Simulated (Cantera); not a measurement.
Input: 1 mol FeS2, a varied amount of SO3, 0.15 mol H2O, held at 675 °C and 5.20 bar.

Equilibrium computed with Cantera from the NASA thermochemical tables; the gas is ideal and each condensed phase is pure. Candidate condensed phases: Fe, FeO, Fe(OH)2, Fe(OH)3, FeS, FeSO4, FeS2, Fe2O3, Fe2(SO4)3, Fe3O4, H2O, H2SO4, S; 22 gas species. FeS: taken at fixed stoichiometry. Gases not in the tables: S3 to S7. Rates play no part.

log p: log10 of the partial pressure in bar; n: condensed amount in mol.

```tsv
n(SO3) (mol)	log p SO2	log p H2O	log p S2	log p H2S	log p S2O	log p H2	n FeS(s)	n FeS2(s)	n Fe3O4(s)
0.49	0.63	-0.08	-1.11	-1.55	-1.75	-3.38	0.284	0.716	0
0.57	0.64	-0.13	-1.11	-1.61	-1.74	-3.44	0.328	0.672	0
0.65	0.65	-0.18	-1.11	-1.66	-1.74	-3.50	___	0.628	0
0.75	0.65	-0.24	-1.11	-1.72	-1.73	-3.55	0.427	0.573	0
0.87	0.66	-0.29	-1.11	-1.78	-1.73	-3.61	0.494	0.506	0
1	0.67	-0.35	-1.11	-1.84	-1.73	-3.67	0.566	0.434	0
1.1	0.67	-0.38	-1.11	-1.88	-1.72	-3.71	0.621	0.379	0
1.3	0.68	-0.45	-1.11	-1.95	-1.72	-3.78	0.732	0.268	0
1.5	0.68	-0.51	-1.11	-2.01	-1.72	-3.84	0.843	0.157	0
1.8	0.69	-0.58	-1.15	-2.11	-1.75	-3.93	1.00	0	0
2	0.69	-0.62	-1.17	___	-1.76	-3.97	0.938	0	___
2.3	0.69	-0.67	-1.17	-2.22	-1.76	-4.02	0.840	0	0.0532
```

**Question.** Some entries are withheld; supply them.

**Answer.** 
- 0.65, n FeS(s): 0.372
- 2, log p H2S: -2.17
- 2, n Fe3O4(s): 0.0207
